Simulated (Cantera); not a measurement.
Cantera run, input and output.

```python
import numpy as np
import cantera as ct

gas = ct.Solution("gri30.yaml")
gas.TPX = 1750, 220000, {'CH4': 1, 'C2H6': 0.043, 'C3H8': 0.75, 'O2': 4.54, 'N2': 32.7, 'CO2': 8.9}
reactor = ct.IdealGasReactor(gas, energy="on", clone=False)
net = ct.ReactorNet([reactor])
net.rtol, net.atol = 1e-08, 1e-16
show = ['CH4', 'C2H6', 'C3H8', 'CH2', 'H2']
times = np.geomspace(5e-06, 0.1, 12)

steps = ct.SolutionArray(gas, extra=["t"])
rows = []
print(f"{'t/s':>10s}{'T/K':>9s}{'P/Pa':>11s}" + "".join(f"{s:>11s}" for s in show))
for t in times:
    while net.time < t:
        t_next = net.step()
        steps.append(gas.state, t=t_next)
    rows.append([np.interp(t, steps.t, y) for y in (steps.T, steps.P, *steps(*show).X.T)])
    print(f"{t:10.3e}{rows[-1][0]:9.1f}{rows[-1][1]:11.4g}" + "".join(f"{x:11.3e}" for x in rows[-1][2:]))
rate = np.gradient(steps.T, steps.t)
print("integrator steps:", len(steps.t))
if steps.T.max() > steps.T[0] + 200:
    print(f"time of steepest temperature rise: {steps.t[rate.argmax()]:.4e} s")
gas.TPX = 1750, 220000, {'CH4': 1, 'C2H6': 0.043, 'C3H8': 0.75, 'O2': 4.54, 'N2': 32.7, 'CO2': 8.9}
gas.equilibrate("UV")
print(f"equilibrium (UV): T = {gas.T:.1f} K  " + "  ".join(f"{s} {gas[s].X[0]:.3e}" for s in show))
```

It prints:

```
       t/s      T/K       P/Pa        CH4       C2H6       C3H8        CH2         H2
 5.000e-06   1725.5  2.194e+05  1.962e-02  1.641e-03  7.721e-03  7.972e-06  4.109e-03
 1.230e-05   1806.9  2.343e+05  1.558e-02  1.189e-03  6.650e-04  2.354e-05  1.624e-02
 3.027e-05   2315.2  3.125e+05  8.688e-14  2.135e-25  3.534e-37  1.369e-12  8.015e-03
 7.447e-05   2420.2  3.244e+05  1.706e-15  9.174e-29  4.591e-42  5.164e-15  6.823e-03
 1.832e-04   2517.7  3.353e+05  1.896e-15  5.264e-29  2.391e-42  5.313e-15  5.796e-03
 4.508e-04   2564.1  3.404e+05  2.477e-15  5.059e-29  2.487e-42  5.543e-15  5.327e-03
 1.109e-03   2567.8  3.408e+05  2.635e-15  5.264e-29  2.663e-42  5.576e-15  5.290e-03
 2.729e-03   2563.8  3.403e+05  2.741e-15  5.617e-29  2.914e-42  5.558e-15  5.330e-03
 6.714e-03   2558.7  3.397e+05  2.875e-15  6.081e-29  3.253e-42  5.527e-15  5.381e-03
 1.652e-02   2556.6  3.394e+05  2.932e-15  6.282e-29  3.403e-42  5.511e-15  5.403e-03
 4.064e-02   2556.5  3.394e+05  2.935e-15  6.291e-29  3.410e-42  5.510e-15  5.404e-03
 1.000e-01   2556.5  3.394e+05  2.935e-15  6.291e-29  3.410e-42  5.510e-15  5.404e-03
integrator steps: 1594
time of steepest temperature rise: 1.9693e-05 s
equilibrium (UV): T = 2556.5 K  CH4 3.661e-15  C2H6 8.840e-29  C3H8 4.781e-42  CH2 6.053e-15  H2 5.404e-03
```

Computed with Cantera and GRI-Mech 3.0 (53 species, 325 reactions).
